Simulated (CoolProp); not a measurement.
The fluid at 322.43 K and 12.1 MPa flows at 0.96 m/s in a round tube of 50 mm bore and 0.25 µm roughness, fully developed (64/Re and Nu = 3.66 if laminar; Colebrook and Gnielinski if turbulent). The same conditions are run with several fluids, on thermodynamics alone (safety and materials aside).

Model: reference Helmholtz-energy equation of state of each fluid (c-C4F8 (RC318): Platzer 1990; p-xylene: Zhou 2012; propylene: Lemmon 2013; R410A: Lemmon 2003; toluene: Lemmon 2006), in CoolProp. The equations of Platzer and Polt are older, rougher fits. Blends and air are pseudo-pure fits.

Question: Rank c-C4F8 (RC318), p-xylene, propylene, R410A, toluene by Reynolds number, highest first.

Answer: R410A (440000), propylene (259000), c-C4F8 (RC318) (203000), toluene (87500), p-xylene (79800)

```json
[
 {"fluid": "c-C4F8 (RC318)", "Darcy friction factor": "0.0156", "pressure drop (Pa/m)": "214", "heat-transfer coefficient (W/(m² K))": "1370", "mass flow (kg/h)": "10100"},
 {"fluid": "p-xylene", "Darcy friction factor": "0.0189", "pressure drop (Pa/m)": "147", "heat-transfer coefficient (W/(m² K))": "1250", "mass flow (kg/h)": "5740"},
 {"fluid": "propylene", "Darcy friction factor": "0.0149", "pressure drop (Pa/m)": "68.9", "heat-transfer coefficient (W/(m² K))": "1690", "mass flow (kg/h)": "3400"},
 {"fluid": "R410A", "Darcy friction factor": "0.0135", "pressure drop (Pa/m)": "129", "heat-transfer coefficient (W/(m² K))": "2020", "mass flow (kg/h)": "7030"},
 {"fluid": "toluene", "Darcy friction factor": "0.0185", "pressure drop (Pa/m)": "145", "heat-transfer coefficient (W/(m² K))": "1320", "mass flow (kg/h)": "5770"}
]
```

Transport values come from each fluid's own correlations; those of c-C4F8 (RC318), propylene are estimates that may be off by 10 % or more.
